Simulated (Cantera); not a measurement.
**Diamond growth**

A diamond (100) surface in a fixed gas of H2 with x(CH4) = 0.0021, x(CH3) = 1.5e-05, at 1198 K, 9.00 Torr; coverages are run to steady state.

Model: the Harris–Goodwin 1993 mechanism for the reconstructed diamond (100) surface, integrated in Cantera.

```
x(H)     growth (µm/h)  θ c6HH  θ c6H*  θ c6*H   θ c6**
-------  -------------  ------  ------  ------  -------
0.0001         0.00174   0.618  0.0272   0.349  0.00515
0.00021        0.00420   0.543  0.0322   0.414   0.0102
0.00042        0.00754   0.497  0.0351   0.452   0.0160
0.00086         0.0117   0.469  0.0368   0.473   0.0216
0.0018          0.0168   0.453  0.0376   0.483   0.0258
0.0036          0.0236   0.446  0.0380   0.488   0.0282
0.0074          0.0352   0.442  0.0382   0.490   0.0296
0.015           0.0536   0.440  0.0383   0.491   0.0304
0.031           0.0810   0.439  0.0384   0.492   0.0307
```
θ: site fractions in the mechanism's names (c6HH fully hydrogenated, c6H* and c6*H radical sites, c6** diradical, c6HM methylated).
